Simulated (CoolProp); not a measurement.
Vapour-liquid equilibrium of R13 (1) + n-butane (2) at 243 K; x and y are mole fractions of (1).

Values from CoolProp's multi-fluid Helmholtz-energy mixture model, Platzer 1990 and Bücker 2006; pair parameters Bell 2016. This equation is an older, rougher fit; its heat capacities, sound speeds and derivatives of the liquid may be far off and weren't checked against measurements.

```json
[
 {"x": "0.05", "bubble pressure (kPa)": "107.4", "y at the bubble point": "0.742", "dew pressure at overall composition x (kPa)": "29.48", "liquid density (mol/L)": "10.97"},
 {"x": "0.125", "bubble pressure (kPa)": "207.8", "y at the bubble point": "0.870", "dew pressure at overall composition x (kPa)": "32.00", "liquid density (mol/L)": "11.11"},
 {"x": "0.2", "bubble pressure (kPa)": "289.8", "y at the bubble point": "0.910", "dew pressure at overall composition x (kPa)": "34.99", "liquid density (mol/L)": "11.24"},
 {"x": "0.275", "bubble pressure (kPa)": "357.4", "y at the bubble point": "0.929", "dew pressure at overall composition x (kPa)": "38.60", "liquid density (mol/L)": "11.38"},
 {"x": "0.35", "bubble pressure (kPa)": "414.4", "y at the bubble point": "0.941", "dew pressure at overall composition x (kPa)": "43.03", "liquid density (mol/L)": "11.51"},
 {"x": "0.425", "bubble pressure (kPa)": "463.9", "y at the bubble point": "0.950", "dew pressure at overall composition x (kPa)": "48.61", "liquid density (mol/L)": "11.64"},
 {"x": "0.5", "bubble pressure (kPa)": "508.6", "y at the bubble point": "0.957", "dew pressure at overall composition x (kPa)": "55.84", "liquid density (mol/L)": "11.77"},
 {"x": "0.575", "bubble pressure (kPa)": "550.8", "y at the bubble point": "0.963", "dew pressure at overall composition x (kPa)": "65.59", "liquid density (mol/L)": "11.89"},
 {"x": "0.65", "bubble pressure (kPa)": "592.6", "y at the bubble point": "0.968", "dew pressure at overall composition x (kPa)": "79.45", "liquid density (mol/L)": "12.01"},
 {"x": "0.725", "bubble pressure (kPa)": "635.9", "y at the bubble point": "0.974", "dew pressure at overall composition x (kPa)": "100.7", "liquid density (mol/L)": "12.12"},
 {"x": "0.8", "bubble pressure (kPa)": "682.5", "y at the bubble point": "0.980", "dew pressure at overall composition x (kPa)": "137.4", "liquid density (mol/L)": "12.22"},
 {"x": "0.875", "bubble pressure (kPa)": "734.2", "y at the bubble point": "0.987", "dew pressure at overall composition x (kPa)": "215.1", "liquid density (mol/L)": "12.31"},
 {"x": "0.95", "bubble pressure (kPa)": "792.9", "y at the bubble point": "0.994", "dew pressure at overall composition x (kPa)": "463.8", "liquid density (mol/L)": "12.39"}
]
```

No azeotrope shows between x = 0.05 and 0.95.

Pair parameters are fitted to limited data, so mixtures are less certain than the pure fluids. The gap from Raoult's law changes sign with composition, which may be real or a fault of the pair parameters; it wasn't checked against measurements. With so large a gap from Raoult's law the liquid may split in two, which this calculation doesn't test in full.
